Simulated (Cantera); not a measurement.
Feed: 1 mol Si, 1.3 mol F2, at 1000 Pa.

Equilibrium computed with Cantera from the NASA thermochemical tables; the gas is ideal and each condensed phase is pure. Candidate condensed phases: Si; 9 gas species. The tables' values for SiF3 are old estimates; treat these amounts as uncertain. The numbers say what is thermodynamically allowed, not how fast it happens. All values below are at 798 K.

Base state: SiF4 1.000, SiF3 4.52e-5 (mole fractions); condensed: Si(s).

Question: What changes in the equilibrium state with this change: F2 from 1.3 to 2.6 mol?

Answer: 
```tsv
species	before	after
SiF4	1.000	0.610
F2	<1e-9	0.343
F	<1e-9	0.0472
SiF3	4.52e-5	<1e-9
Si(s), mol	0.350	0
```
